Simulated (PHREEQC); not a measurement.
Solution (25 °C): 9.9 mmol/kgw KNO3. Closed to the air; pH follows from the charge balance.

Computed with PHREEQC (ion-association model, phreeqc.dat).

No solid was allowed to form.

Estimate the specific conductance.

specific conductance 1340 µS/cm.
